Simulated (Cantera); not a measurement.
An isothermal, constant-pressure homogeneous reactor starts with CO : O2 : H2O : N2 = 0.024 : 0.0041 : 0.00079 : 1 (molar parts), at 1200 K and 4.93 atm. Integrator tolerance rtol = 1e-08.

Computed with Cantera and GRI-Mech 3.0 (53 species, 325 reactions).

Task: What does this change do: 0.0049 parts H2 added?

Result: 
```csv
quantity,before,after
x(CO) at 20.0 s,0.0151 (gas-phase equilibrium 0.0150),0.0174 (gas-phase equilibrium 0.0166)
x(O2) at 20.0 s,6.02e-12 (gas-phase equilibrium <1e-12),<1e-12 (gas-phase equilibrium <1e-12)
x(H2O) at 20.0 s,0.000420 (gas-phase equilibrium 0.000336),0.00285 (gas-phase equilibrium 0.00198)
x(HO2) at 20.0 s,<1e-12 (gas-phase equilibrium <1e-12),<1e-12 (gas-phase equilibrium <1e-12)
x(OH) at 20.0 s,1.90e-11 (gas-phase equilibrium 1.14e-11),3.75e-11 (gas-phase equilibrium 2.36e-11)
x(CO2) at 20.0 s,0.00835 (gas-phase equilibrium 0.00844),0.00588 (gas-phase equilibrium 0.00675)
```
The hydrogen kinetics of GRI-Mech 3.0 are dated; newer H2 mechanisms differ, most at raised pressure.
